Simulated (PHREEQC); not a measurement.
Consider water at 20 °C with 0.46 mol Na2SO4, 0.057 mol KCl and 2.9 mol NaCl per kg of water. Closed to the air; pH follows from the charge balance.

The numbers come from PHREEQC with the Pitzer model, pitzer.dat.

```
quantity                         before  after
-------------------------------  ------  -----
pH                                 7.06  12.62
SI of Mirabilite (Na2SO4:10H2O)   -0.26  -0.26
SI of Halite (NaCl)               -0.84  -0.85
```

Problem. What was changed between the two runs?
(A) diluted 5-fold with water
(B) KCl replaced by KOH at the same molality
(C) 0.062 mol/kgw NaHCO3 added
(D) 0.71 mol/kgw KOH added

Solution. B, KCl replaced by KOH at the same molality

This is a speciation only: nothing precipitates in the calculation.
